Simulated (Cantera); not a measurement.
Feed: 1 mol Hg, 6.5 mol H2, at 1050 °C and 0.668 Torr.

Equilibrium computed with Cantera from the NASA thermochemical tables; the gas is ideal and each condensed phase is pure. Candidate condensed phases: Hg; 3 gas species. The numbers say what is thermodynamically allowed, not how fast it happens.

Base state: H2 0.867, Hg 0.133, H 4.96e-5 (mole fractions); condensed: gas only.

What changes in the equilibrium state with this change: temperature from 1050 °C to 1325 °C?


| species | before | after |
|---|---|---|
| H2 | 0.867 | 0.865 |
| Hg | 0.133 | 0.133 |
| H | 4.96e-5 | 0.00166 |
